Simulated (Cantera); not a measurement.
An adiabatic, constant-pressure homogeneous reactor starts with CH4 : H2 : O2 : N2 = 1 : 0.051 : 2.3 : 8.65 (molar parts), at 1200 K and 9.38 atm.

Model: GRI-Mech 3.0 (53 species, 325 reactions), integrated in Cantera.

**Question.** Predict: time of steepest temperature rise; temperature at 2.00 s; equilibrium temperature; x(H2) at 2.00 s; x(O2) at 2.00 s; x(H2O) at 2.00 s.

**Answer.** 
```json
{
  "time_of_steepest_temperature_rise": "2.49 ms",
  "temperature at 2.00 s": "2682 K",
  "equilibrium_temperature": "2682 K",
  "x(H2) at 2.00 s": "0.00458 (gas-phase equilibrium 0.00458)",
  "x(O2) at 2.00 s": "0.0235 (gas-phase equilibrium 0.0235)",
  "x(H2O) at 2.00 s": "0.159 (gas-phase equilibrium 0.159)"
}
```
